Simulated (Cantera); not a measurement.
A Cantera script and its output.

```python
import numpy as np
import cantera as ct

surf = ct.Interface("ptcombust.yaml", "Pt_surf")
gas = surf.adjacent["gas"]
gas.TPX = 300, 6900, {'H2': 0.034, 'O2': 0.058, 'N2': 0.79}
jet = ct.ImpingingJet(gas=gas, width=0.091, surface=surf)
jet.inlet.mdot, jet.inlet.T, jet.inlet.X = 0.089, 300, {'H2': 0.034, 'O2': 0.058, 'N2': 0.79}
jet.set_refine_criteria(ratio=10, slope=0.2, curve=0.3)
show, cover = ['H2', 'O2', 'H2O', 'OH'], ["PT(S)", "H(S)", "O(S)", "OH(S)", "CO(S)", "C(S)"]

rows = []
print(f"{'Ts/K':>7s}" + "".join(f"{s:>11s}" for s in show + cover) + "   (gas at the wall, coverages)")
for i, Ts in enumerate([600, 650, 700, 750, 800, 850, 900]):
    jet.surface.T = Ts
    if i == 0:
        surf.TP = Ts, 6900
        surf.coverages = "PT(S):0.5, O(S):0.5"
        surf.advance_coverages(1.0)
        jet.set_initial_guess(products="inlet")
    jet.solve(loglevel=0, auto=(i == 0))
    rows.append([*(jet.X[gas.species_index(s), -1] for s in show), *surf[cover].coverages])
    print(f"{Ts:7g}" + "".join(f"{x:11.3e}" for x in rows[-1]))
```

It prints:

```
   Ts/K         H2         O2        H2O         OH      PT(S)       H(S)       O(S)      OH(S)      CO(S)       C(S)   (gas at the wall, coverages)
    600  2.030e-03  2.625e-02  7.145e-02  1.141e-12  1.269e-01  4.528e-09  8.630e-01  1.007e-02  5.074e-26  9.332e-30
    650  2.025e-03  2.633e-02  7.100e-02  1.478e-11  1.327e-01  8.035e-09  8.605e-01  6.727e-03  6.117e-18  1.186e-25
    700  1.998e-03  2.639e-02  7.065e-02  1.310e-10  1.400e-01  1.416e-08  8.552e-01  4.754e-03  8.968e-19  3.669e-24
    750  1.878e-03  2.634e-02  7.048e-02  8.446e-10  1.551e-01  2.594e-08  8.413e-01  3.599e-03  1.605e-22  6.868e-28
    800  1.612e-03  2.614e-02  7.064e-02  4.055e-09  1.884e-01  5.265e-08  8.087e-01  2.928e-03  3.444e-17  3.894e-25
    850  1.311e-03  2.590e-02  7.088e-02  1.544e-08  2.409e-01  1.124e-07  7.566e-01  2.491e-03  5.299e-20  8.709e-26
    900  1.073e-03  2.572e-02  7.103e-02  4.915e-08  3.055e-01  2.310e-07  6.924e-01  2.143e-03  4.433e-20  4.541e-24
```

Detailed kinetics in Cantera: Deutschmann's 1995 Pt surface mechanism with GRI-Mech 3.0 gas chemistry. Catalytic surfaces can have several steady states; this one follows from the mechanism file's or the stated starting coverage.
